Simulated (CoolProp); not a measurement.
c-C4F8 (RC318) along the isobar 10400 kPa: fugacity coefficient from the reference equation and from simpler models built on Tc = 115.2 °C, pc = 2778 kPa, ω = 0.355; each cubic takes its own stable root.

Values from CoolProp's reference Helmholtz-energy equation of state, Platzer 1990. This equation is an older, rougher fit; its heat capacities, sound speeds and derivatives of the liquid may be far off and weren't checked against measurements.

```
T (°C)          phase  reference
------  -------------  ---------
16.05          liquid    0.03556
33.15          liquid    0.05835
50.35          liquid    0.08919
67.45          liquid     0.1279
84.55          liquid     0.1742
101.65         liquid     0.2271
118.75  supercritical     0.2850
135.85  supercritical     0.3460
```

### Question
How far does each simpler model (Redlich-Kwong, Soave-Redlich-Kwong) lie from the reference over these 8 states: mean and median of the absolute difference, and the worst?

### Answer
- Redlich-Kwong: mean 27.5 %, median 21.3 %, worst +73.2 % at 16.05 °C and 10400 kPa
- Soave-Redlich-Kwong: mean 4.3 %, median 4.4 %, worst +5.4 % at 135.85 °C and 10400 kPa
